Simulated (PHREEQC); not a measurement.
Solution (20 °C): 0.16 mol Cu(NO3)2 and 0.0027 mol FeCl3 per kg of water. Closed to the air; pH follows from the charge balance.

The numbers come from PHREEQC with the ion-association model, phreeqc.dat.

This is a speciation only: nothing precipitates in the calculation.

Order these Fe species by the share of Fe that they hold, largest first: FeOH+2, Fe2(OH)2+4, Fe(OH)2+, Fe+3, Fe3(OH)4+5.

FeOH+2 (40 %), Fe+3 (30 %), Fe2(OH)2+4 (19 %), Fe3(OH)4+5 (6.5 %), Fe(OH)2+ (2.3 %)

Order these Cl species by the share of Cl that they hold, largest first: FeCl+2, CuCl+, Cl-.

Cl- (92 %), CuCl+ (7.8 %), FeCl+2 (0.53 %)

The pH is 2.82 and the ionic strength 0.492 mol/kgw. The solution is supersaturated, for example in Hematite (slow to form), Goethite (slow to form), so a real one may precipitate; this is no full list.
